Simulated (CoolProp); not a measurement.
Cyclopentane at 298.15 K and 0.0299 MPa is throttled through a valve to 0.00137 MPa with no heat exchange. Each further row changes one setting.

Computed with CoolProp (reference Helmholtz-energy equation of state, Gedanitz 2015).

```
case                          final density (kg/m³)
----------------------------  ---------------------
as stated                                         ?
outlet pressure 0.000411 MPa                      ?
outlet pressure 0.00178 MPa                       ?
```

### Question
Fill in the missing entries.

### Answer

- as stated, final density (kg/m³): 0.0389
- outlet pressure 0.000411 MPa, final density (kg/m³): 0.0117
- outlet pressure 0.00178 MPa, final density (kg/m³): 0.0506
